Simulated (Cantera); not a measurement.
## C₂H₅OH + H₂ (carbon deposition, reforming and gasification)

Feed: 1 mol C₂H₅OH, 56 mol H₂, held at 13.3 mbar.

Method: chemical equilibrium by Gibbs-energy minimisation in Cantera with the NASA 1993 tables (ideal gas, pure condensed phases). Candidate condensed phases: C, C₆H₆, C₇H₈, C₈H₁₈, H₂O; 110 gas species. Kinetics and transport are ignored.

```
T (K)   x H₂    x H    x CO  x C₂H₂ (acetylene)       x C  n C(graphite)
-----  -----  -----  ------  ------------------  --------  -------------
2348   0.879  0.100  0.0158             0.00480   1.35e-6          0.385
2398   0.852  0.126  0.0156             0.00589   2.89e-6          0.233
2448   0.821  0.156  0.0154             0.00710   6.01e-6         0.0526
2498   0.786  0.191  0.0151             0.00729   1.13e-5              0
2548   0.746  0.231  0.0147             0.00704   2.02e-5              0
2598   0.702  0.276  0.0144             0.00674   3.52e-5              0
2648   0.654  0.326  0.0139             0.00638   6.03e-5              0
2698   0.601  0.379  0.0135             0.00595  0.000101              0
2748   0.546  0.435  0.0130             0.00543  0.000165              0
2798   0.489  0.492  0.0125             0.00483  0.000264              0
2848   0.432  0.550  0.0121             0.00416  0.000411              0
2898   0.376  0.607  0.0116             0.00344  0.000622              0
2948   0.323  0.660  0.0111             0.00271  0.000912              0
2998   0.273  0.710  0.0107             0.00203   0.00129              0
```
x: gas mole fraction; n: condensed amount in mol.

From 2348 K to 2448 K the condensed part is C(graphite). From 2498 K to 2998 K nothing is condensed. The main C-bearing gas is CO throughout.
